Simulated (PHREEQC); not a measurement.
Make-up at 20 °C: 0.0031 mol/kgw H2SO4, 0.028 mol/kgw NiCl2 and 0.0063 mol/kgw CuCl2. Closed to the air; pH follows from the charge balance.

Equilibrium calculation in PHREEQC: ion-association model, wateq4f.dat.

| Property | Result |
|---|---|
| pH | 2.31 |
| ionic strength | 0.102 mol/kgw |
| total alkalinity | -6.20 meq/kg |

```json
[
 {"species": "Cl-", "molality": "0.0663", "activity": "0.0507", "log γ": "-0.117"},
 {"species": "Ni+2", "molality": "0.0253", "activity": "0.00943", "log γ": "-0.428"},
 {"species": "H+", "molality": "0.00589", "activity": "0.00486", "log γ": "-0.083"},
 {"species": "Cu+2", "molality": "0.00572", "activity": "0.00229", "log γ": "-0.397"},
 {"species": "SO4-2", "molality": "0.00154", "activity": "0.000575", "log γ": "-0.429"},
 {"species": "NiCl+", "molality": "0.00153", "activity": "0.00120", "log γ": "-0.107"},
 {"species": "NiSO4", "molality": "0.000988", "activity": "0.00101", "log γ": "0.010"},
 {"species": "CuCl+", "molality": "0.000317", "activity": "0.000244", "log γ": "-0.114"},
 {"species": "HSO4-", "molality": "0.000315", "activity": "0.000244", "log γ": "-0.110"},
 {"species": "CuSO4", "molality": "0.000254", "activity": "0.000260", "log γ": "0.010"},
 {"species": "NiCl2", "molality": "0.000216", "activity": "0.000221", "log γ": "0.010"}
]
```

No solid was allowed to form.
